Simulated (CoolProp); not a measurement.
A single-stage vapour-compression cycle with R22: evaporating at 212.15 K (dew point), condensing at 246.15 K (bubble point), superheat 5 K, subcooling 2 K, compressor efficiency 0.7, no pressure losses. Each further row changes one setting.

Computed with CoolProp (reference Helmholtz-energy equation of state, Kamei 1995).

```
case                              cooling COP  pressure ratio  discharge temperature (K)  refrigerating effect (kJ/kg)  volumetric capacity (kJ/m³)
--------------------------------  -----------  --------------  -------------------------  ----------------------------  ---------------------------
as stated                                 ___            5.24                      310.8                           214                          369
evaporating temperature 217.15 K         4.70            3.96                      300.2                           ___                          485
condensing temperature 241.15 K          4.58             ___                        ___                           219                          378
subcooling 7 K                           3.93            5.24                      310.8                           219                          378
superheat 15 K                           3.77            5.24                      322.8                           ___                          361
compressor efficiency 0.6                3.29            5.24                      324.3                           214                          369
```

Problem. Some entries are withheld; supply them.

Solution. 
- as stated, cooling COP: 3.84
- evaporating temperature 217.15 K, refrigerating effect (kJ/kg): 216
- condensing temperature 241.15 K, pressure ratio: 4.25
- condensing temperature 241.15 K, discharge temperature (K): 298.5
- superheat 15 K, refrigerating effect (kJ/kg): 220
